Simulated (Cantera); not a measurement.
Feed: 1 mol CF₄, 1.5 mol H₂, equilibrated at 1.00 bar.

Equilibrium computed with Cantera from the NASA thermochemical tables; the gas is ideal and each condensed phase is pure. Candidate condensed phases: C, C₆H₆, C₇H₈, C₈H₁₈; 95 gas species. Gases not in the tables: C₂F₆ and larger saturated fluorocarbons. Kinetics and transport are ignored.

**Question.** What share of the C ends up in condensed phases as a function of T (K), at 2998, 3048, 3098, 3148, 3198, 3248, 3298, 3348, 3398?

**Answer.** 
```
T (K)  C condensed (%)           as
-----  ---------------  -----------
2998              67.6  C(graphite)
3048              68.5  C(graphite)
3098              69.0  C(graphite)
3148              69.2  C(graphite)
3198              68.7  C(graphite)
3248              67.3  C(graphite)
3298              64.7  C(graphite)
3348              60.2  C(graphite)
3398              53.0  C(graphite)
```
